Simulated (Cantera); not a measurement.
Charge: 1 mol SiHCl₃, 1.5 mol N₂, at 1825 °C and 0.000630 bar.

These are equilibrium values from Cantera (NASA tables, ideal gas, pure condensed phases), not measurements of a reactor. The tables' values for SiCl, SiCl₃, SiN are old estimates; treat these amounts as uncertain. The numbers say what is thermodynamically allowed, not how fast it happens.

```json
[
 {"species": "N₂", "before": "0.393", "after": "0.455"},
 {"species": "HCl", "before": "0.192", "after": "0.291"},
 {"species": "SiCl₄", "before": "5.93e-6", "after": "0.210"},
 {"species": "SiCl₂", "before": "0.236", "after": "9.26e-6"},
 {"species": "Cl", "before": "0.109", "after": "2.97e-8"},
 {"species": "Si", "before": "0.0156", "after": "<1e-9"},
 {"species": "H", "before": "0.0195", "after": "4.60e-9"},
 {"species": "H₂", "before": "0.0252", "after": "0.0430"},
 {"species": "SiCl", "before": "0.00897", "after": "<1e-9"},
 {"species": "SiN", "before": "5.11e-5", "after": "<1e-9"},
 {"species": "SiH", "before": "3.39e-5", "after": "<1e-9"},
 {"species": "Si₂", "before": "1.52e-5", "after": "<1e-9"},
 {"species": "SiHCl₃", "before": "3.65e-7", "after": "0.000142"},
 {"species": "SiCl₃", "before": "0.00118", "after": "0.000241"},
 {"species": "Si₃N₄(s), mol", "before": "0", "after": "0.148"}
]
```
Gas species are given as mole fractions.

Which change was made?
A) pressure from 0.000630 bar to 0.0133 bar
B) temperature from 1825 °C to 677 °C
C) pressure from 0.000630 bar to 0.00210 bar
D) temperature from 1825 °C to 1327 °C

B, temperature from 1825 °C to 677 °C. N₂ is the only nitrogen source here; it is nearly inert below about 1500 K, so the nitride shown seldom forms there in practice. The tables' values for SiCl₃ are old estimates; treat these amounts as uncertain
